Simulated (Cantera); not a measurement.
Iron carbonyl, mercury and lead vapours: HgO + H₂

A closed system holds: 1 mol HgO, a varied amount of H₂, equilibrated at 1375 K and 0.00170 bar.

Equilibrium computed with Cantera from the NASA thermochemical tables; the gas is ideal and each condensed phase is pure. Candidate condensed phases: H₂O, Hg, HgO; 10 gas species. Rates play no part.

```csv
n(H₂) (mol),x H₂,x Hg,x H₂O,x O₂,x OH
0.27,2.59e-6,0.612,0.165,0.223,0.000153
0.37,3.77e-6,0.593,0.219,0.187,0.000169
0.51,5.77e-6,0.570,0.290,0.140,0.000181
0.7,9.86e-6,0.541,0.378,0.0810,0.000180
0.97,4.17e-5,0.504,0.489,0.00755,0.000113
1.3,0.130,0.435,0.435,6.12e-10,1.80e-6
1.9,0.310,0.345,0.345,6.79e-11,9.26e-7
2.6,0.444,0.278,0.278,2.15e-11,6.23e-7
3.6,0.565,0.217,0.217,8.14e-12,4.32e-7
4.9,0.661,0.169,0.169,3.62e-12,3.12e-7
6.8,0.744,0.128,0.128,1.64e-12,2.22e-7
9.4,0.808,0.0962,0.0962,<1e-12,1.60e-7
```
x: gas mole fraction; nothing condenses.

From 0.27 mol H₂ to 9.4 mol H₂ nothing is condensed. The main Hg-bearing gas is Hg throughout.
